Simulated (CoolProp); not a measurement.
CH3F (R41) at 315.04 K and 2.42 MPa is throttled through a valve to 0.0703 MPa with no heat exchange. Each further row changes one setting.

Model: reference Helmholtz-energy equation of state, Lemmon 2006, in CoolProp. It is a short technical equation, of lower accuracy than the large ones.

```tsv
case	temperature change (K)	final density (kg/m³)
as stated	___	___
outlet pressure 0.0211 MPa	___	___
outlet pressure 0.0914 MPa	___	___
```

Problem. Fill in the missing entries.

Solution. 
- as stated, temperature change (K): -42.6
- as stated, final density (kg/m³): 1.06
- outlet pressure 0.0211 MPa, temperature change (K): -43.8
- outlet pressure 0.0211 MPa, final density (kg/m³): 0.319
- outlet pressure 0.0914 MPa, temperature change (K): -42.1
- outlet pressure 0.0914 MPa, final density (kg/m³): 1.38
